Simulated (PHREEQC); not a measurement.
Metal-bearing waste water with single salt, acid or base: speciation

Solution A (0.0056 mol Al2(SO4)3, 0.013 mol CuCl2 and 0.00054 mol H2SO4 per kg of water) is mixed with solution B (18 mmol/kgw K2SO4) at 25 °C; shares are by mass of water, 1 kg in all. Oxygen is held at 0.21 atm. No CO2 enters from the air. Solids allowed: Al(OH)3(a), Cu(OH)2, Brochantite, Antlerite, Atacamite, Basaluminite, Chalcanthite, AlumK. Others were left out.

The series has 11 steps of share of solution B, from 0 to 1.

All values are PHREEQC results (ion-association model, wateq4f.dat), not measurements.

**Question.** Between which two steps does the pH jump most, and from what to what?

**Answer.** Between share of solution B = 0.9 and 1: from 4.22 to 7.11.
